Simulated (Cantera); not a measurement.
Feed: 1 mol borazine, 92 mol H2, 0.72 mol N2.

Cantera equilibrium calculation (NASA polynomials, part measured and part estimated; ideal gas, pure solids and liquids). Candidate condensed phases: B, BN; 15 gas species. The feed counts by its element totals alone. Mutual solubility and eutectic melting of coexisting phases are not modelled. Rates play no part.

Q: What condenses at these points (T in °C, P in Pa): (1027, 10); (527, 1700); (1627, 77); (1627, 220); (1227, 600); (1227, 10)?

A: 
| T (°C) | P in Pa | condensed phases | B condensed (%) |
|---|---|---|---|
| 1027 | 10 | BN | 100.0 |
| 527 | 1700 | BN | 100.0 |
| 1627 | 77 | B | 99.1 |
| 1627 | 220 | B + BN | 99.2 |
| 1227 | 600 | BN | 100.0 |
| 1227 | 10 | BN | 100.0 |
